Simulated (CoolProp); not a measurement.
Saturation properties of sulfur hexafluoride (Tc = 45.6 °C, pc = 37.55 bar, ω = 0.210).

Model: reference Helmholtz-energy equation of state, Guder 2009, in CoolProp.

| T (°C) | p (bar) | liquid density (kg/m³) | vapour density (kg/m³) | enthalpy of vaporisation (kJ/kg) | surface tension (mN/m) | liquid conductivity (mW/(m K)) |
|---|---|---|---|---|---|---|
| -30.55 | 4.829 | 1747 | 39.64 | 102.0 | 8.69 | 71.3 |
| -21.95 | 6.470 | 1698 | 52.91 | 97.57 | 7.46 | 68.7 |
| -13.25 | 8.520 | 1646 | 69.88 | 92.64 | 6.25 | 66.0 |
| -4.55 | 11.02 | 1590 | 91.36 | 87.16 | 5.10 | 63.2 |
| 4.15 | 14.01 | 1528 | 118.7 | 80.97 | 4.00 | 60.3 |
| 12.85 | 17.58 | 1458 | 154.0 | 73.85 | 2.96 | 57.3 |
| 21.55 | 21.78 | 1377 | 201.0 | 65.39 | 1.99 | 54.1 |
| 30.25 | 26.70 | 1277 | 267.7 | 54.76 | 1.11 | 50.7 |
| 38.95 | 32.46 | 1133 | 378.0 | 39.47 | 0.373 | 47.5 |

Thermal conductivity comes from a separate model (Assael 2012). Surface tension comes from a separate correlation (Mulero 2012).
